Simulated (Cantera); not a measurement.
An isothermal, constant-pressure homogeneous reactor starts with CO : O₂ : H₂O : N₂ = 0.0085 : 0.048 : 0.028 : 1 (molar parts), equivalence ratio 0.089, at 1325 K and 2.80 bar.

Computed with Cantera and GRI-Mech 3.0 (53 species, 325 reactions).

x: mole fraction; the columns are a selection and need not sum to one.

```json
[
 {"t (s)": "0.000900", "x CO": "0.00395", "x O₂": "0.0423", "x H₂O": "0.0257", "x OH": "0.000159", "x NO": "2.46e-8"},
 {"t (s)": "0.00343", "x CO": "…", "x O₂": "0.0407", "x H₂O": "0.0259", "x OH": "…", "x NO": "…"},
 {"t (s)": "0.0131", "x CO": "3.54e-5", "x O₂": "0.0405", "x H₂O": "0.0259", "x OH": "2.12e-5", "x NO": "6.39e-8"},
 {"t (s)": "0.0498", "x CO": "1.38e-6", "x O₂": "0.0405", "x H₂O": "0.0259", "x OH": "6.93e-6", "x NO": "6.80e-8"},
 {"t (s)": "0.190", "x CO": "1.48e-8", "x O₂": "0.0405", "x H₂O": "0.0259", "x OH": "3.87e-6", "x NO": "6.92e-8"},
 {"t (s)": "0.723", "x CO": "5.89e-9", "x O₂": "0.0405", "x H₂O": "0.0259", "x OH": "3.65e-6", "x NO": "6.96e-8"},
 {"t (s)": "2.75", "x CO": "5.88e-9", "x O₂": "0.0405", "x H₂O": "0.0259", "x OH": "3.65e-6", "x NO": "7.02e-8"},
 {"t (s)": "10.5", "x CO": "5.88e-9", "x O₂": "0.0405", "x H₂O": "0.0259", "x OH": "3.65e-6", "x NO": "7.22e-8"},
 {"t (s)": "40.0", "x CO": "5.88e-9", "x O₂": "0.0405", "x H₂O": "0.0259", "x OH": "3.65e-6", "x NO": "7.97e-8"}
]
```

Q: Complete the blanks.

A: 
- 0.00343, x CO: 0.000533
- 0.00343, x OH: 6.55e-5
- 0.00343, x NO: 5.37e-8
